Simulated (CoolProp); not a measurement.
The fluid at 459.52 K and 4.47 MPa is throttled through a valve to 2.24 MPa with no heat exchange. The same conditions are run with several fluids, on thermodynamics alone (safety and materials aside).

The numbers come from the reference Helmholtz-energy equation of state of each fluid (n-perfluoropentane: Gao 2022; carbon monoxide: Lemmon 2006; R125: Lemmon 2005; isobutane: Bücker 2006; sulfur hexafluoride: Guder 2009) in CoolProp.

```
fluid                temperature change (K)    final phase  final density (kg/m³)
-------------------  ----------------------  -------------  ---------------------
n-perfluoropentane                    -21.4  supercritical                    324
carbon monoxide                        -1.5            gas                   16.3
R125                                   -9.2            gas                   77.7
isobutane                             -18.8            gas                   43.4
sulfur hexafluoride                    -7.0            gas                   92.1
```
